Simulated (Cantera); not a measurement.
An isothermal, constant-pressure homogeneous reactor starts with CH4 : CO2 : H2 = 1 : 2.4 : 0.99 (molar parts), at 1800 K and 120 Torr.

Model: GRI-Mech 3.0 (53 species, 325 reactions), integrated in Cantera.

### Question
Predict: x(CH4) at 1.00 s; x(CO2) at 1.00 s; x(H2) at 1.00 s; x(C2H4) at 1.00 s; x(H) at 1.00 s; x(C2H2) at 1.00 s.

### Answer
x(CH4) at 1.00 s: 0.00181 (gas-phase equilibrium 4.95e-10)
x(CO2) at 1.00 s: 0.0654 (gas-phase equilibrium 0.0622)
x(H2) at 1.00 s: 0.303 (gas-phase equilibrium 0.311)
x(C2H4) at 1.00 s: 3.95e-6 (gas-phase equilibrium <1e-12)
x(H) at 1.00 s: 0.000470 (gas-phase equilibrium 0.000503)
x(C2H2) at 1.00 s: 0.00260 (gas-phase equilibrium <1e-12)
